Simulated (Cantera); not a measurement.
Cantera run:

```python
import numpy as np
import cantera as ct

gas_names = """
    CL CL2 H HCL H2 N NH NH2 NH3 N2 N2H2 N2H4 Si SiCL SiCL2 SiCL3 SiCL4 SiH SiHCL3 SiH2 SiH2CL2 SiH3
    SiH3CL SiH4 SiN Si2 Si2N Si3
""".split()
cond_names = """
    NH4CL(a) NH4CL(b) Si(cr) Si(L) Si3N4(a)
""".split()


# ... load() reads the species with a 1 bar reference pressure and builds the phases ...
atoms = {
    'SiCl4': {'Si': 1, 'CL': 4},
    'N2': {'N': 2},
    'NH3': {'N': 1, 'H': 3},
}
top_T = {'Si3N4(a)': 2400}  # K; cautious upper limits of use, not melting points


# ... equilibrate(T, P, feed) seeds the gas with the atoms and calls Mixture.equilibrate('TP', solver="vcs", rtol=1e-11, max_steps=5000) ...
results = []
feed = {'SiCl4': 1, 'N2': 28, 'NH3': 8.8}  # mol
P = 1000  # Pa
for T in [1273, 1323, 1373, 1423, 1473, 1523, 1573, 1623, 1673, 1723, 1773, 1823, 1873]:
    mix = equilibrate(T, P, feed)
    results.append((T, P, feed, dict(zip(mix.species_names, mix.species_moles))))
    x = sorted(zip(gas.X, gas.species_names), reverse=True)
    print(f"T = {T:g} K  P = {P:g} Pa  gas = {mix.phase_moles(0):.4g} mol")
    print("   x: " + "  ".join(f"{s} {v:.3e}" for v, s in x if v > 0.001))
    print("   condensed (mol): " + ("  ".join(f"{mix.phase(i).name} {mix.phase_moles(i):.4g}"
          for i in range(1, mix.n_phases) if mix.phase_moles(i) > 1e-12) or "none"))
```

It prints:

```
T = 1273 K  P = 1000 Pa  gas = 46.94 mol
   x: N2 6.762e-01  H2 2.388e-01  HCL 8.485e-02
   condensed (mol): Si3N4(a) 0.3311
T = 1323 K  P = 1000 Pa  gas = 46.94 mol
   x: N2 6.762e-01  H2 2.389e-01  HCL 8.456e-02
   condensed (mol): Si3N4(a) 0.3289
T = 1373 K  P = 1000 Pa  gas = 46.95 mol
   x: N2 6.763e-01  H2 2.392e-01  HCL 8.392e-02
   condensed (mol): Si3N4(a) 0.3242
T = 1423 K  P = 1000 Pa  gas = 46.97 mol
   x: N2 6.764e-01  H2 2.397e-01  HCL 8.266e-02  SiCL2 1.083e-03
   condensed (mol): Si3N4(a) 0.3148
T = 1473 K  P = 1000 Pa  gas = 47 mol
   x: N2 6.767e-01  H2 2.406e-01  HCL 8.038e-02  SiCL2 2.154e-03
   condensed (mol): Si3N4(a) 0.2976
T = 1523 K  P = 1000 Pa  gas = 47.06 mol
   x: N2 6.770e-01  H2 2.421e-01  HCL 7.669e-02  SiCL2 3.910e-03
   condensed (mol): Si3N4(a) 0.2696
T = 1573 K  P = 1000 Pa  gas = 47.14 mol
   x: N2 6.775e-01  H2 2.442e-01  HCL 7.142e-02  SiCL2 6.442e-03
   condensed (mol): Si3N4(a) 0.2295
T = 1623 K  P = 1000 Pa  gas = 47.25 mol
   x: N2 6.782e-01  H2 2.468e-01  HCL 6.481e-02  SiCL2 9.642e-03
   condensed (mol): Si3N4(a) 0.1787
T = 1673 K  P = 1000 Pa  gas = 47.37 mol
   x: N2 6.788e-01  H2 2.497e-01  HCL 5.741e-02  SiCL2 1.323e-02
   condensed (mol): Si3N4(a) 0.1215
T = 1723 K  P = 1000 Pa  gas = 47.5 mol
   x: N2 6.795e-01  H2 2.525e-01  HCL 4.988e-02  SiCL2 1.687e-02
   condensed (mol): Si3N4(a) 0.06221
T = 1773 K  P = 1000 Pa  gas = 47.64 mol
   x: N2 6.799e-01  H2 2.550e-01  HCL 4.273e-02  SiCL2 2.029e-02  H 1.436e-03
   condensed (mol): Si3N4(a) 0.003204
T = 1823 K  P = 1000 Pa  gas = 47.68 mol
   x: N2 6.795e-01  H2 2.543e-01  HCL 4.285e-02  SiCL2 2.012e-02  H 2.185e-03
   condensed (mol): none
T = 1873 K  P = 1000 Pa  gas = 47.74 mol
   x: N2 6.787e-01  H2 2.530e-01  HCL 4.374e-02  SiCL2 1.951e-02  H 3.246e-03
   condensed (mol): none
```

These are equilibrium values from Cantera (NASA tables, ideal gas, pure condensed phases), not measurements of a reactor. The tables' values for SiCl, SiCl3, SiN are old estimates; treat these amounts as uncertain. Gases not in the tables: Si2H6 and higher silanes.
